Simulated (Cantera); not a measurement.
## Equilibrium for oxide etching and cleaning by halides: MgO + HF + O2

Input: 1 mol MgO, 6.2 mol HF, 18 mol O2, at 2.00e-5 bar.

Cantera equilibrium calculation (NASA polynomials, part measured and part estimated; ideal gas, pure solids and liquids). Candidate condensed phases: H2O, Mg, MgF2, MgO, Mg(OH)2; 31 gas species. Kinetics and transport are ignored.

```
T (K)   x O2   x HF   x MgF2    x H2O       x O  n MgO(s)
-----  -----  -----  -------  -------  --------  --------
1448   0.743  0.245  0.00547  0.00536  0.000376     0.868
1473   0.743  0.244  0.00611  0.00596  0.000538     0.852
1498   0.743  0.242  0.00680  0.00660  0.000761     0.835
1523   0.743  0.241  0.00753  0.00727   0.00106     0.818
1548   0.742  0.239  0.00831  0.00797   0.00147     0.799
1573   0.742  0.238  0.00914  0.00870   0.00201     0.778
1598   0.741  0.236   0.0100  0.00946   0.00273     0.757
1623   0.740  0.234   0.0109   0.0102   0.00366     0.734
1648   0.739  0.231   0.0119   0.0110   0.00487     0.709
1673   0.737  0.229   0.0130   0.0118   0.00642     0.683
1698   0.735  0.227   0.0140   0.0126   0.00839     0.656
1723   0.733  0.224   0.0152   0.0134    0.0109     0.626
1748   0.730  0.221   0.0163   0.0142    0.0140     0.593
```
x: gas mole fraction; n: condensed amount in mol.

From 1448 K to 1748 K the condensed part is MgO(s). The main Mg-bearing gas is MgF2 throughout. The share of Mg in condensed phases is highest at 1448 K (86.8 %) and lowest at 1748 K (59.3 %).
